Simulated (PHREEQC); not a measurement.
Consider water at 25 °C with 98 mmol/kgw KHCO3 and 5.9 mmol/kgw NaF. Closed to the air; pH follows from the charge balance.

Model: ion-association model, phreeqc.dat, run in PHREEQC.

```tsv
quantity	before	after
pH	8.12	7.93
ionic strength (mol/kgw)	0.105	0.105
CO2 (mol/kgw)	0.00126	0.00183
CO3-2 (mol/kgw)	0.00121	0.00133
```

Question: Which change was made?
A. KHCO3 from 0.098 to 0.147 mol/kgw
B. diluted 100-fold with water
C. temperature from 25 to 80 °C
D. 0.024 mol/kgw NaHF2 added
E. NaF left out

Answer: C, temperature from 25 to 80 °C

This is a speciation only: nothing precipitates in the calculation. Away from 25 °C the constants follow the database's enthalpies or fits; those with neither stay at their 25 °C values.
